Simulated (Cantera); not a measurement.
What does this Cantera script print?

```python
import numpy as np
import cantera as ct

gas_names = """
    Cr CrN H H2 N NH NH2 NH3 N2 N2H2 N2H4
""".split()
cond_names = """
    Cr(cr) Cr(L) CrN(s) Cr2N(s)
""".split()


def load(file, names, dense=False):
    # The tables refer to 1 bar. Condensed volumes are neglected.
    table = {s.name: s for s in ct.Species.list_from_file(file)}
    out = []
    for n in names:
        d = dict(table[n].input_data)
        d["thermo"] = dict(d["thermo"], **{"reference-pressure": 1e5})
        if dense:
            d["equation-of-state"] = {"model": "constant-volume", "density": "1e6 g/cm^3"}
        out.append(ct.Species.from_dict(d))
    return out


gas = ct.Solution(thermo="ideal-gas", species=load("nasa_gas.yaml", gas_names))
cond = {s.name: ct.Solution(thermo="fixed-stoichiometry", species=[s], name=s.name)
        for s in load("nasa_condensed.yaml", cond_names, dense=True)}
atoms = {
    'Cr': {'Cr': 1},
    'NH3': {'N': 1, 'H': 3},
}
top_T = {'CrN(s)': 1900, 'Cr2N(s)': 1900}  # K; cautious upper limits of use, not melting points


def equilibrate(T, P, feed):
    n = {}
    for name, mol in feed.items():
        for a, k in atoms[name].items():
            n[a] = n.get(a, 0.0) + k * mol
    gas.TPX = T, P, n
    mass = sum(n.values()) * gas.mean_molecular_weight
    gas.equilibrate("TP")
    valid = [c for c in cond.values() if c.min_temp <= T <= top_T.get(c.name, c.max_temp)]
    mix = ct.Mixture([(gas, mass / gas.mean_molecular_weight)] + [(c, 0.0) for c in valid])
    mix.T, mix.P = T, P
    mix.equilibrate("TP", solver="vcs", rtol=1e-11, max_steps=5000)
    return mix


results = []
feed = {'Cr': 1, 'NH3': 2}  # mol
T = 2423.15  # K
P = 190000  # Pa
mix = equilibrate(T, P, feed)
results.append((T, P, feed, dict(zip(mix.species_names, mix.species_moles))))
x = sorted(zip(gas.X, gas.species_names), reverse=True)
print(f"T = {T:g} K  P = {P:g} Pa  gas = {mix.phase_moles(0):.4g} mol")
print("   x: " + "  ".join(f"{s} {v:.3e}" for v, s in x if v > 1e-06))
print("   condensed (mol): " + ("  ".join(f"{mix.phase(i).name} {mix.phase_moles(i):.4g}"
      for i in range(1, mix.n_phases) if mix.phase_moles(i) > 1e-12) or "none"))
```

Output:

```
T = 2423.15 K  P = 190000 Pa  gas = 4.127 mol
   x: H2 7.215e-01  N2 2.423e-01  Cr 2.521e-02  H 1.093e-02  NH3 6.465e-06
   condensed (mol): Cr(L) 0.896
```

Method: chemical equilibrium by Gibbs-energy minimisation in Cantera with the NASA 1993 tables (ideal gas, pure condensed phases).
